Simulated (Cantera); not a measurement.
An isothermal, constant-pressure homogeneous reactor starts with 11.5 % NO, 88.3 % N₂, 0.287 % H₂O, at 1648 K and 1.90 bar.

Cantera simulation using GRI-Mech 3.0 (53 species, 325 reactions); the numbers are that mechanism's predictions, not measurements.

Problem. Predict: x(NO) at 70.0 s; x(N₂O) at 70.0 s; x(NO₂) at 70.0 s; x(O₂) at 70.0 s; x(O) at 70.0 s; x(N₂) at 70.0 s.

Solution. 
```
Quantity                                            Value
----------------  ---------------------------------------
x(NO) at 70.0 s    0.0399 (gas-phase equilibrium 0.00135)
x(N₂O) at 70.0 s  7.10e-7 (gas-phase equilibrium 1.20e-7)
x(NO₂) at 70.0 s  8.24e-5 (gas-phase equilibrium 3.42e-6)
x(O₂) at 70.0 s     0.0373 (gas-phase equilibrium 0.0566)
x(O) at 70.0 s    3.58e-6 (gas-phase equilibrium 4.40e-6)
x(N₂) at 70.0 s       0.920 (gas-phase equilibrium 0.939)
```
